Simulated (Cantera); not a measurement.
## Adiabatic ignition

An adiabatic, constant-volume homogeneous reactor starts with H2 : O2 : N2 = 1 : 1.09 : 4.46 (molar parts), equivalence ratio 0.46, at 1198 K and 30000 Pa.

Detailed kinetics in Cantera: the H2/O2 subset of GRI-Mech 3.0, which has no nitrogen chemistry.

```tsv
t (s)	T (K)	P (bar)	x H2	x O2	x O	x H	x HO2	x H2O2
6.00e-6	1198	0.300	0.153	0.166	5.21e-10	3.25e-9	3.09e-9	2.51e-12
2.29e-5	1198	0.300	0.153	0.166	8.11e-9	3.49e-8	1.32e-8	3.85e-11
8.77e-5	1198	0.300	0.153	0.166	8.99e-6	3.73e-5	2.13e-6	6.09e-9
0.000335	2016	0.482	0.0118	0.0903	0.0189	0.0163	8.51e-6	2.22e-7
0.00128	2407	0.561	0.00297	0.0930	0.00434	0.00142	6.36e-6	1.89e-7
0.00490	2418	0.564	0.00267	0.0932	0.00391	0.00120	6.71e-6	2.08e-7
0.0187	2418	0.564	0.00267	0.0932	0.00391	0.00120	6.71e-6	2.08e-7
0.0716	2418	0.564	0.00267	0.0932	0.00391	0.00120	6.71e-6	2.08e-7
0.274	2418	0.564	0.00267	0.0932	0.00391	0.00120	6.71e-6	2.08e-7
1.05	2418	0.564	0.00267	0.0932	0.00391	0.00120	6.71e-6	2.08e-7
4.00	2418	0.564	0.00267	0.0932	0.00391	0.00120	6.71e-6	2.08e-7
```
x: mole fraction; the columns are a selection and need not sum to one.

The time of steepest temperature rise comes out as 0.165 ms. The temperature at 4.00 s is 2418 K and the equilibrium temperature is 2418 K. The x(H2) at 4.00 s comes out as 0.00267 (gas-phase equilibrium 0.00267) and the x(O2) at 4.00 s is 0.0932 (gas-phase equilibrium 0.0932). The x(O) at 4.00 s is 0.00391 (gas-phase equilibrium 0.00391).
